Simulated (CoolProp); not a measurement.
CH3F (R41) at 241.32 K and 2.8 MPa is throttled through a valve to 0.264 MPa with no heat exchange. Each further row changes one setting.

The numbers come from the reference Helmholtz-energy equation of state, Lemmon 2006 in CoolProp. It is a short technical equation, of lower accuracy than the large ones.

```tsv
case	temperature change (K)	final phase	final density (kg/m³)
as stated	-27.2	?	?
outlet pressure 0.0792 MPa	-50.9	?	7.93
outlet pressure 0.343 MPa	?	two-phase, vapour fraction 0.104	62.6
```

Fill in the missing entries.


- as stated, final phase: two-phase, vapour fraction 0.130
- as stated, final density (kg/m³): 40.2
- outlet pressure 0.0792 MPa, final phase: two-phase, vapour fraction 0.221
- outlet pressure 0.343 MPa, temperature change (K): -21.2
